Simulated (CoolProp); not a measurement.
Vapour-liquid equilibrium of propane (1) + c-C4F8 (RC318) (2) at 0.159 MPa; x and y are mole fractions of (1).

The numbers come from the multi-fluid Helmholtz-energy mixture model, Lemmon 2009 and Platzer 1990; pair parameters Bell 2016 in CoolProp. This equation is an older, rougher fit; its heat capacities, sound speeds and derivatives of the liquid may be far off and weren't checked against measurements.

```tsv
x	bubble temperature (K)	y at the bubble point	dew temperature at overall composition x (K)	liquid density (mol/L)
0.05	269.0	0.334	277.3	8.161
0.15	256.0	0.646	274.6	8.657
0.25	249.3	0.759	271.6	9.071
0.35	246.1	0.807	268.4	9.454
0.45	244.5	0.830	264.8	9.842
0.55	243.7	0.843	260.6	10.26
0.65	243.2	0.854	255.8	10.72
0.75	242.6	0.870	250.0	11.24
0.85	242.1	0.898	243.4	11.84
0.95	241.7	0.953	241.7	12.52
```

No azeotrope shows between x = 0.05 and 0.95.

Pair parameters are fitted to limited data, so mixtures are less certain than the pure fluids. With so large a gap from Raoult's law the liquid may split in two, which this calculation doesn't test in full.
